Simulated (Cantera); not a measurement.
A perfectly stirred reactor is fed with 1.19 % H2, 98.8 % O2, equivalence ratio 0.0060, at 10.00 Torr; it is held at 1448 K, and followed from long to short residence time.

Cantera simulation using the H2/O2 subset of GRI-Mech 3.0, which has no nitrogen chemistry; the numbers are that mechanism's predictions, not measurements. Radical loss at walls, strong at low pressure, is not modelled.

x: mole fraction; the columns are a selection and need not sum to one.

```csv
τ (s),x H2,x O2,x H,x H2O2,x H2O,x OH,x HO2
1.8,2.41e-5,0.984,6.12e-5,5.92e-9,0.0114,0.000976,(withheld)
0.67,4.01e-5,0.982,0.000123,7.32e-9,0.0112,0.00123,(withheld)
0.25,6.45e-5,0.980,0.000206,8.49e-9,0.0110,0.00146,(withheld)
0.094,0.000106,0.979,0.000286,9.41e-9,0.0108,0.00164,(withheld)
0.035,0.000199,0.978,0.000347,1.04e-8,0.0106,0.00180,(withheld)
0.013,0.000427,0.977,0.000399,1.19e-8,0.0102,0.00201,(withheld)
0.0050,0.000961,0.978,0.000454,1.45e-8,0.00951,0.00232,(withheld)
0.0019,0.00221,0.979,0.000488,1.75e-8,0.00807,0.00267,(withheld)
```

**Question.** Some entries are withheld; supply them.

**Answer.** 
- 1.8, x HO2: 2.14e-7
- 0.67, x HO2: 2.79e-7
- 0.25, x HO2: 3.37e-7
- 0.094, x HO2: 3.81e-7
- 0.035, x HO2: 4.15e-7
- 0.013, x HO2: 4.54e-7
- 0.0050, x HO2: 5.05e-7
- 0.0019, x HO2: 5.57e-7
